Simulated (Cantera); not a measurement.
Input (Python, Cantera):

```python
import numpy as np
import cantera as ct

gas = ct.Solution("h2o2.yaml")
gas.TPX = 1200, 880, {'H2': 0.14, 'O2': 1}
reactor = ct.IdealGasConstPressureReactor(gas, energy="off", clone=False)
net = ct.ReactorNet([reactor])
net.rtol, net.atol = 1e-08, 1e-18
show = ['H2', 'O2', 'OH', 'H2O2', 'H2O', 'HO2', 'O']
times = np.geomspace(0.001, 10, 11)

steps = ct.SolutionArray(gas, extra=["t"])
rows = []
print(f"{'t/s':>10s}{'T/K':>9s}{'P/Pa':>11s}" + "".join(f"{s:>11s}" for s in show))
for t in times:
    while net.time < t:
        t_next = net.step()
        steps.append(gas.state, t=t_next)
    rows.append([np.interp(t, steps.t, y) for y in (steps.T, steps.P, *steps(*show).X.T)])
    print(f"{t:10.3e}{rows[-1][0]:9.1f}{rows[-1][1]:11.4g}" + "".join(f"{x:11.3e}" for x in rows[-1][2:]))
rate = np.gradient(steps.T, steps.t)
print("integrator steps:", len(steps.t))
if steps.T.max() > steps.T[0] + 200:
    print(f"time of steepest temperature rise: {steps.t[rate.argmax()]:.4e} s")
gas.TPX = 1200, 880, {'H2': 0.14, 'O2': 1}
gas.equilibrate("TP")
print(f"equilibrium (TP): T = {gas.T:.1f} K  " + "  ".join(f"{s} {gas[s].X[0]:.3e}" for s in show))
```

Output:

```
       t/s      T/K       P/Pa         H2         O2         OH       H2O2        H2O        HO2          O
 1.000e-03   1200.0        880  1.228e-01  8.772e-01  5.064e-06  2.313e-10  1.627e-05  8.987e-08  8.140e-06
 2.512e-03   1200.0        880  2.178e-02  8.139e-01  1.070e-02  2.759e-07  7.741e-02  4.213e-06  3.948e-02
 6.310e-03   1200.0        880  3.794e-03  8.014e-01  6.798e-03  1.225e-07  1.014e-01  4.289e-06  5.639e-02
 1.585e-02   1200.0        880  3.140e-03  8.161e-01  6.233e-03  1.341e-07  1.084e-01  4.337e-06  4.460e-02
 3.981e-02   1200.0        880  1.897e-03  8.395e-01  4.898e-03  1.500e-07  1.190e-01  4.159e-06  2.534e-02
 1.000e-01   1200.0        880  6.214e-04  8.598e-01  2.822e-03  1.416e-07  1.272e-01  3.116e-06  7.983e-03
 2.512e-01   1200.0        880  1.163e-04  8.672e-01  1.224e-03  8.873e-08  1.299e-01  1.415e-06  1.481e-03
 6.310e-01   1200.0        880  1.967e-05  8.687e-01  5.059e-04  4.025e-08  1.305e-01  4.149e-07  2.515e-04
 1.585e+00   1200.0        880  3.989e-06  8.690e-01  2.289e-04  1.635e-08  1.307e-01  1.104e-07  5.136e-05
 3.981e+00   1200.0        880  1.001e-06  8.691e-01  1.151e-04  6.503e-09  1.308e-01  3.321e-08  1.297e-05
 1.000e+01   1200.0        880  2.960e-07  8.691e-01  6.276e-05  2.590e-09  1.308e-01  1.339e-08  3.857e-06
integrator steps: 1790
equilibrium (TP): T = 1200.0 K  H2 1.914e-08  O2 8.692e-01  OH 1.600e-05  H2O2 2.741e-10  H2O 1.308e-01  HO2 1.363e-08  O 2.507e-07
```

Computed with Cantera and the H2/O2 subset of GRI-Mech 3.0, which has no nitrogen chemistry. Radical loss at walls, strong at low pressure, is not modelled. The temperature is held fixed by assumption; the heat of reaction is taken as removed at once.
